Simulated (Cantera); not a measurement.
Input: 1 mol SiO₂, 4.2 mol HCl, 17 mol H₂, held at 1848 K and 3.90 mbar.

Cantera equilibrium calculation (NASA polynomials, part measured and part estimated; ideal gas, pure solids and liquids). Candidate condensed phases: H₂O, Si, SiO₂; 30 gas species. The tables hold silica as quartz up to 1696 K and as liquid above; real silica turns to tridymite and cristobalite and melts near 1996 K. Kinetics and transport are ignored.

Base state: H₂ 0.738, HCl 0.189, SiO 0.0321, H₂O 0.0321, H 0.00729, Cl 0.00142, OH 2.33e-5 (mole fractions); condensed: SiO₂(condensed).

What changes in the equilibrium state with this change: temperature from 1848 K to 1048.15 K?


```
species                before    after
--------------------  -------  -------
H₂                      0.738    0.802
HCl                     0.189    0.198
H₂O                    0.0321  4.87e-6
SiO                    0.0321    <1e-9
H                     0.00729  1.11e-7
Cl                    0.00142  2.51e-8
OH                    2.33e-5    <1e-9
SiO₂(condensed), mol    0.293        0
SiO₂(β-quartz), mol         0    1.000
```
